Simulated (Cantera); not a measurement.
Feed: 1 mol TEOS, 3.4 mol N2O, 35 mol N2, held at 0.000150 bar.

Equilibrium computed with Cantera from the NASA thermochemical tables; the gas is ideal and each condensed phase is pure. Candidate condensed phases: C, C6H6, C7H8, C8H18, H2O, Si, SiC, SiO2, Si2N2O, Si3N4; 151 gas species. The feed counts by its element totals alone. Mutual solubility and eutectic melting of coexisting phases are not modelled. The tables' values for SiN are old estimates; treat these amounts as uncertain. Kinetics and transport are ignored.

x: gas mole fraction; n: condensed amount in mol.

| T (K) | x N2 | x H2 | x CO | x H | x Si | x HCN | n C(graphite) | n SiO2(α-quartz) | n SiO2(β-quartz) | n Si2N2O(s) | n SiC(s) |
|---|---|---|---|---|---|---|---|---|---|---|---|
| 798 | 0.714 | 0.186 | 0.100 | 9.38e-11 | <1e-12 | 3.25e-8 | 2.61 | 1.00 | 0 | 0 | 0 |
| 898 | 0.714 | 0.186 | 0.100 | 3.85e-9 | <1e-12 | 3.06e-7 | 2.60 | 0 | 1.00 | 0 | 0 |
| 998 | 0.702 | 0.184 | 0.114 | 7.53e-8 | <1e-12 | 1.81e-6 | 1.80 | 0 | 0.464 | 0.268 | 0 |
| 1098 | 0.692 | 0.182 | 0.126 | 8.63e-7 | <1e-12 | 7.69e-6 | 1.10 | 0 | 0 | 0.500 | 0 |
| 1198 | 0.692 | 0.182 | 0.126 | 6.63e-6 | <1e-12 | 2.59e-5 | 1.10 | 0 | 0 | 0.500 | 0 |
| 1298 | 0.692 | 0.182 | 0.126 | 3.74e-5 | 4.53e-10 | 7.22e-5 | 1.10 | 0 | 0 | 0.499 | 0 |
| 1398 | 0.689 | 0.180 | 0.130 | 0.000164 | 7.48e-8 | 5.67e-5 | 0 | 0 | 0 | 0.0795 | 0.759 |
| 1498 | 0.688 | 0.179 | 0.129 | 0.000593 | 1.84e-6 | 9.60e-5 | 0 | 0 | 0 | 0 | 0.797 |
| 1598 | 0.687 | 0.178 | 0.129 | 0.00183 | 2.05e-5 | 0.000224 | 0 | 0 | 0 | 0 | 0.793 |
| 1698 | 0.686 | 0.176 | 0.129 | 0.00495 | 0.000172 | 0.000471 | 0 | 0 | 0 | 0 | 0.781 |
| 1798 | 0.683 | 0.171 | 0.128 | (withheld) | (withheld) | (withheld) | 0 | 0 | 0 | 0 | 0.740 |
| 1898 | 0.675 | 0.162 | 0.128 | 0.0257 | 0.00469 | 0.00206 | 0 | 0 | 0 | 0 | 0.592 |
| 1998 | 0.658 | (withheld) | 0.126 | (withheld) | 0.0146 | (withheld) | (withheld) | 0 | 0 | 0 | 0 |
| 2098 | 0.644 | 0.121 | 0.124 | 0.0875 | 0.0152 | 0.00595 | 0.0895 | 0 | 0 | 0 | 0 |

Question: Complete the blanks.

Answer: 
- 1998, x H2: 0.145
- 1998, x H: 0.0498
- 1998, x HCN: 0.00451
- 1998, n C(graphite): 0.280
- 1798, x H: 0.0119
- 1798, x Si: 0.00109
- 1798, x HCN: 0.000936
